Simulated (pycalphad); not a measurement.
Source of the numbers: pycalphad with the COST 507 light-alloy database (1999); pressure 1 atm. The data set is of 1999 and partly superseded. Phase fractions are per mole of atoms.

**Question.** Give the equilibrium state of Ti-14.34Si (wt.%) at 1000 K.

**Answer.** 
```
T = 1000.00 K, P = 101325 Pa, N = 1 mol of atoms
G = -85280 J/mol, H = -24572 J/mol, S = 60.71 J/(mol K)  (SER reference)
chemical potentials (J/mol): Ti -44819, Si -227075
phase             fraction      x(Ti)      x(Si)
SITI3               0.8859     0.7500     0.2500
HCP_A3              0.1141     0.9955     0.0045
```

**Question.** Give the equilibrium state of Ti-14.34Si (wt.%) at 1300 K.

**Answer.** SITI3, fraction 0.877, with 16.4 Si wt.%; BCC_A2, fraction 0.123, with 1.4 Si wt.%.

Database names, with the compositions (at.%) that they take in these runs: SITI3: Ti 75 Si 25. BCC_A2 is bcc; HCP_A3 is hcp.
